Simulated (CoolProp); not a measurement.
The numbers come from the reference Helmholtz-energy equation of state, Colonna 2008 in CoolProp. It is a short technical equation, of lower accuracy than the large ones.

### Question
Give the vapour pressure (kPa), liquid density (kg/m³), vapour density (kg/m³) of saturated dodecamethylcyclohexasiloxane (D6) at 122.75 °C.

### Answer
```tsv
T (°C)	p (kPa)	liquid density (kg/m³)	vapour density (kg/m³)
122.75	2.12	859	0.287
```
